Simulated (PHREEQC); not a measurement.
Dissolve 0.001 mol H2SO4 and 0.083 mol LiCl per kg of water at 25 °C. It is in equilibrium with CO2 at log p = -3.4 (atm). Otherwise closed; pH follows from the charge balance.

The numbers come from PHREEQC with the ion-association model, phreeqc.dat.

```
Quantity                       Value
--------------------  --------------
pH                              2.79
ionic strength        0.0856 mol/kgw
specific conductance      8700 µS/cm
density                  0.999 g/cm³
total alkalinity        -2.00 meq/kg
```

| species | molality | activity | log γ |
|---|---|---|---|
| Cl- | 0.0830 | 0.0645 | -0.109 |
| Li+ | 0.0829 | 0.0667 | -0.095 |
| H+ | 0.00194 | 0.00161 | -0.080 |
| SO4-2 | 0.000819 | 0.000321 | -0.407 |
| LiSO4- | 0.000118 | 9.34e-5 | -0.101 |
| HSO4- | 6.36e-5 | 5.03e-5 | -0.102 |
| CO2 | 1.33e-5 | 1.36e-5 | 0.009 |
| HCO3- | 4.68e-9 | 3.73e-9 | -0.098 |

This is a speciation only: nothing precipitates in the calculation.
